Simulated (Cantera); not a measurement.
Charge: 1 mol CuO, 12 mol CO, 5.4 mol H2, at 825 K and 7.50 Torr.

Cantera equilibrium calculation (NASA polynomials, part measured and part estimated; ideal gas, pure solids and liquids). Candidate condensed phases: C, C6H6, C7H8, C8H18, Cu, CuO, Cu(OH)2, Cu2O, H2O; 113 gas species. Kinetics and transport are ignored.

Base state: CO 0.534, H2 0.315, CO2 0.129, H2O 0.0212, CH4 0.000896 (mole fractions); condensed: C(graphite) + Cu(s).

Question: What changes in the equilibrium state with this change: pressure from 7.50 Torr to 233 Torr?

Answer: 
```
species             before   after
----------------  --------  ------
CO2                  0.129   0.389
H2                   0.315   0.257
H2O                 0.0212   0.168
CO                   0.534   0.167
CH4               0.000896  0.0186
C(graphite), mol      1.38    5.29
Cu(s), mol            1.00    1.00
```
